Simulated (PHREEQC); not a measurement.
Dissolve 0.039 mol ZnCl2, 0.0075 mol MnSO4 and 0.019 mol Na2SO4 per kg of water at 70 °C. Closed to the air; pH follows from the charge balance.

Equilibrium calculation in PHREEQC: ion-association model, phreeqc.dat.

Task: The ionic strength comes out as 0.140 mol/kgw. What activity coefficients do ZnOH+, SO4-2, MnCl+, Cl-, Zn(SO4)2-2 get?

Result: ZnOH+ 0.74, SO4-2 0.30, MnCl+ 0.74, Cl- 0.72, Zn(SO4)2-2 0.31.

No solid was allowed to form. At this temperature some constants are extrapolated from 25 °C, and those without enthalpy data are left unchanged.
